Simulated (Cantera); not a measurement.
# Transport properties of process gases

Gas mixture: N2O : N2 : CO2 = 0.63 : 0.81 : 0.61 (molar parts), at 9.28 atm, frozen composition.

Cantera's kinetic-theory transport with the Lennard-Jones parameters of GRI-Mech 3.0, ideal gas; thermal conductivity in the multicomponent form. The composition is frozen, though it would react at the higher temperatures.

```csv
T (K),ρ (kg/m³),cp (J/kg/K),μ (µPa s),λ (mW/m/K),Pr,D (cm²/s) CH4,D (cm²/s) C2H2,D (cm²/s) CH3
400,10.7,981.5,20.5,28.0,0.720,0.0344,0.0252,0.0346
600,7.10,1085,28.3,42.3,0.726,0.0705,0.0523,0.0709
800,5.33,1163,35.0,56.0,0.728,0.116,0.0865,0.116
1000,4.26,1223,41.0,68.8,0.728,0.169,0.127,0.170
1200,3.55,1262,46.5,80.6,0.728,0.230,0.173,0.231
1400,3.04,1294,51.5,91.6,0.728,0.298,0.224,0.300
1600,2.66,1319,56.3,102,0.727,0.372,0.280,0.374
1800,2.37,1338,60.9,112,0.726,0.452,0.341,0.456
```
D: mixture-averaged diffusion coefficient of that species in the mixture.
